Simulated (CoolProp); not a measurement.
A Linde-Hampson liquefier for dry air: isothermal reversible compression at 300 K from 1 atm to 5 MPa, throttling to 1 atm, return gas leaving the recuperator 5 K below the feed. Each further row changes one setting.

Values from CoolProp's reference Helmholtz-energy equation of state, Lemmon 2000. It is a pseudo-pure fit of the blend.

```csv
case,liquid yield per pass,compression work (kJ/kg of gas)
as stated,0.013,335
high pressure 10 MPa,(withheld),(withheld)
warm-end temperature 330 K,(withheld),(withheld)
warm-end gap 10 K,0.001,335
```

### Question
Complete the blanks.

### Answer

- high pressure 10 MPa, liquid yield per pass: 0.036
- high pressure 10 MPa, compression work (kJ/kg of gas): 394
- warm-end temperature 330 K, liquid yield per pass: 0.008
- warm-end temperature 330 K, compression work (kJ/kg of gas): 369
